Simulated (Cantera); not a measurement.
Cantera run:

```python
import numpy as np
import cantera as ct

gas_names = """
    H H2 N NH NH2 NH3 N2 N2H2 N2H4 Si SiH SiH2 SiH3 SiH4 SiN Si2 Si2N Si3
""".split()
cond_names = """
    Si(cr) Si(L) Si3N4(a)
""".split()


# ... load() reads the species with a 1 bar reference pressure and builds the phases ...
atoms = {
    'SiH4': {'Si': 1, 'H': 4},
    'N2': {'N': 2},
}
top_T = {'Si3N4(a)': 2400}  # K; cautious upper limits of use, not melting points


# ... equilibrate(T, P, feed) seeds the gas with the atoms and calls Mixture.equilibrate('TP', solver="vcs", rtol=1e-11, max_steps=5000) ...
results = []
feed = {'SiH4': 1, 'N2': 4.4}  # mol
T = 1898  # K
P = 100000  # Pa
mix = equilibrate(T, P, feed)
results.append((T, P, feed, dict(zip(mix.species_names, mix.species_moles))))
print(gas.report(threshold=0.0001))
for i in range(1, mix.n_phases):
    print(f"{mix.phase(i).name:16s} {mix.phase_moles(i):12.5e} mol")
```

Output:

```
       temperature   1898 K
          pressure   1e+05 Pa
           density   0.12002 kg/m^3
  mean mol. weight   18.941 kg/kmol
   phase of matter   gas

                          1 kg             1 kmol
                     ---------------   ---------------
          enthalpy        2.7194e+06        5.1507e+07  J
   internal energy        1.8862e+06        3.5726e+07  J
           entropy             12323         2.334e+05  J/K
    Gibbs function       -2.0669e+07       -3.9149e+08  J
 heat capacity c_p            1854.1             35118  J/K
 heat capacity c_v            1415.1             26804  J/K

                      mass frac. Y      mole frac. X     chem. pot. / RT
                     ---------------   ---------------   ---------------
                 H        2.4558e-05        0.00046145           -10.185
                H2          0.037095           0.34852           -20.369
                N2           0.96287           0.65101           -27.195
     [  +15 minor]        1.4568e-05        1.0704e-05

Si(L)             0.00000e+00 mol
Si3N4(a)          3.33320e-01 mol
```

Method: chemical equilibrium by Gibbs-energy minimisation in Cantera with the NASA 1993 tables (ideal gas, pure condensed phases).
